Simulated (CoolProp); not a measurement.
Vapour-liquid equilibrium of hydrogen sulfide (1) + n-hexane (2) at 23.45 °C; x and y are mole fractions of (1).

Values from CoolProp's multi-fluid Helmholtz-energy mixture model, Lemmon 2006 and Thol 2019; pair parameters Kunz 2012.

Task: Give the bubble pressure and the first vapour's composition at x = 0.5, 0.65, 0.8. Is there an azeotrope?

Result: x = 0.5: 11.19 bar, y = 0.985; x = 0.65: 13.29 bar, y = 0.989; x = 0.8: 15.60 bar, y = 0.993. No azeotrope shows between x = 0.05 and 0.95.

The pair parameters rest on a limited set of measurements; away from them the model extrapolates. The gap from Raoult's law changes sign with composition, which may be real or a fault of the pair parameters; it wasn't checked against measurements.
